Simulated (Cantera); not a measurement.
Charge: 1 mol Al, a varied amount of HCl, 9.9 mol N₂, at 400 K and 5.70 Pa.

Equilibrium computed with Cantera from the NASA thermochemical tables; the gas is ideal and each condensed phase is pure. Candidate condensed phases: Al, AlCl₃, AlN, NH₄Cl; 20 gas species. Kinetics and transport are ignored.

**Question.** What share of the Al ends up in condensed phases as a function of n(HCl) (mol), at 1.3, 2.4, 3.4, 4.5, 5.6, 6.7, 7.8?

**Answer.** 
| n(HCl) (mol) | Al condensed (%) | as |
|---|---|---|
| 1.3 | 64.3 | AlN(s) |
| 2.4 | 31.9 | AlN(s) |
| 3.4 | 2.0 | AlN(s) |
| 4.5 | 0.0 | - |
| 5.6 | 0.0 | - |
| 6.7 | 0.0 | - |
| 7.8 | 0.0 | - |
